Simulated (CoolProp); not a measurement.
Vapour pressure (kPa) of c-C4F8 (RC318): the reference equation beside estimates from Tc = 115.2 °C, pc = 2778 kPa, ω = 0.355. Clausius-Clapeyron is anchored at 26.45 °C with a constant enthalpy of vaporisation of 20.72 kJ/mol.

Computed with CoolProp (reference Helmholtz-energy equation of state, Platzer 1990). This equation is an older, rougher fit; its heat capacities, sound speeds and derivatives of the liquid may be far off and weren't checked against measurements.

```json
[
 {"T (°C)": "-18.35", "reference": "58.91", "Clausius-Clapeyron": "75.81", "van der Waals": "396.7", "Redlich-Kwong": "137.1"},
 {"T (°C)": "-7.15", "reference": "96.49", "Clausius-Clapeyron": "114.4", "van der Waals": "497.7", "Redlich-Kwong": "201.5"},
 {"T (°C)": "4.05", "reference": "150.7", "Clausius-Clapeyron": "167.1", "van der Waals": "614.4", "Redlich-Kwong": "285.6"},
 {"T (°C)": "15.25", "reference": "226.0", "Clausius-Clapeyron": "236.9", "van der Waals": "747.6", "Redlich-Kwong": "392.2"},
 {"T (°C)": "26.45", "reference": "327.2", "Clausius-Clapeyron": "327.2", "van der Waals": "898.0", "Redlich-Kwong": "524.3"},
 {"T (°C)": "37.65", "reference": "459.5", "Clausius-Clapeyron": "441.6", "van der Waals": "1066", "Redlich-Kwong": "684.7"},
 {"T (°C)": "48.85", "reference": "628.5", "Clausius-Clapeyron": "583.7", "van der Waals": "1254", "Redlich-Kwong": "876.0"},
 {"T (°C)": "59.95", "reference": "838.0", "Clausius-Clapeyron": "755.4", "van der Waals": "1458", "Redlich-Kwong": "1099"}
]
```

Absolute difference from the reference over all 8 rows, mean and median: Clausius-Clapeyron 10.5 and 8.5 %, van der Waals 251.0 and 202.6 %, Redlich-Kwong 73.0 and 66.9 %.
